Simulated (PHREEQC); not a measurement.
0.021 g of hydrous ferric oxide (600 m²/g; 0.2 weak and 0.005 strong sites per Fe, Dzombak-Morel constants, diffuse double layer) in 1 kg of water with 0.005 mol/kgw of an inert sodium salt and 5e-08 mol ZnCl2, at 25 °C; the pH is set by adding NaOH or the inert anion's acid. O2 is buffered at 0.21 atm. No CO2 enters from the air. Nothing may precipitate in this run.

The series has 17 steps of pH, from 4 to 10.

The numbers come from PHREEQC with the ion-association model, wateq4f.dat.

**Question.** Near which pH is half of the Zn sorbed, and on which side is more sorbed?

**Answer.** Near pH 6.6, with more sorbed at higher pH.
